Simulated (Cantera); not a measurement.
A perfectly stirred reactor is fed with 12.3 % NH₃, 87.7 % H₂, at 248 Torr; it is held at 2025 K, and followed from long to short residence time.

Computed with Cantera and the gas-phase N/H chemistry of the illustrative SiF4/NH3 mechanism in the Surface Chemkin manual (1991). Walls and surfaces, which speed up NH3 decomposition in real reactors, are not modelled.

One state of this run: x NH₃ = 0.0301; x H₂ = 0.927; x H = 0.00143; x N₂H₂ = 1.21e-7; x N = 1.00e-6. x: mole fraction; the columns are a selection and need not sum to one.

Task: Which value of τ (s) does it belong to?
A. 1.3
B. 0.0094
C. 0.32
D. 5.5

Result: C, 0.32
